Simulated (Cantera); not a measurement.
Input: 1 mol NiS, 61 mol H₂, 30 mol N₂, equilibrated at 0.00133 bar.

Cantera equilibrium calculation (NASA polynomials, part measured and part estimated; ideal gas, pure solids and liquids). Candidate condensed phases: Ni, NiS, NiS₂, Ni₃S₂, Ni₃S₄, S; 17 gas species. Metal and sulfide melt together well below either melting point, which pure phases cannot show. Mutual solubility and eutectic melting of coexisting phases are not modelled. Gases not in the tables: S₃ to S₇. The numbers say what is thermodynamically allowed, not how fast it happens.

log p: log10 of the partial pressure in bar; n: condensed amount in mol.

```tsv
T (°C)	log p H₂	log p N₂	log p H₂S	log p S₂	n Ni(s)	n Ni₃S₂(l)
927	-3.05	-3.36	-5.20	-7.00	(withheld)	0.278
977	-3.05	-3.36	-5.15	-6.58	(withheld)	0.238
1027	-3.05	-3.36	-5.10	-6.19	(withheld)	0.182
1077	-3.05	-3.36	-5.06	-5.84	(withheld)	0.0950
1127	-3.05	-3.36	-5.06	-5.58	0.999	0
1177	-3.05	-3.36	-5.13	-5.49	0.998	0
1227	-3.05	-3.36	-5.21	-5.43	0.995	0
1277	-3.05	-3.36	-5.29	-5.39	0.986	0
1327	-3.05	-3.36	-5.37	-5.37	0.965	0
1377	-3.05	-3.36	-5.46	-5.36	0.913	0
```

Q: Some entries are withheld; supply them.

A: 
- 927, n Ni(s): 0.166
- 977, n Ni(s): 0.287
- 1027, n Ni(s): 0.455
- 1077, n Ni(s): 0.715
